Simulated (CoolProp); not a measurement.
20 sccm (0 °C, 1 atm) of nitrogen bubbles through liquid ethylbenzene at 314.9 K and leaves saturated at a total pressure of 0.0439 MPa (ideal gas phase). Each further row changes one setting.

Values from CoolProp's reference Helmholtz-energy equation of state, Zhou 2012.

| case | vapour pressure (kPa) | mole fraction of vapour | delivery (mg/min) | delivery (sccm) | change of delivery for a bath 1 K warmer (%) |
|---|---|---|---|---|---|
| as stated | 3.14 | 0.0715 | (withheld) | 1.54 | 5.5 |
| bath temperature 319.9 K | (withheld) | (withheld) | (withheld) | 2.02 | 5.5 |
| total pressure 0.0878 MPa | 3.14 | (withheld) | 3.51 | 0.742 | (withheld) |

**Question.** What belongs in the gaps?

**Answer.** 
- as stated, delivery (mg/min): 7.30
- bath temperature 319.9 K, vapour pressure (kPa): 4.02
- bath temperature 319.9 K, mole fraction of vapour: 0.0915
- bath temperature 319.9 K, delivery (mg/min): 9.55
- total pressure 0.0878 MPa, mole fraction of vapour: 0.0358
- total pressure 0.0878 MPa, change of delivery for a bath 1 K warmer (%): 5.3
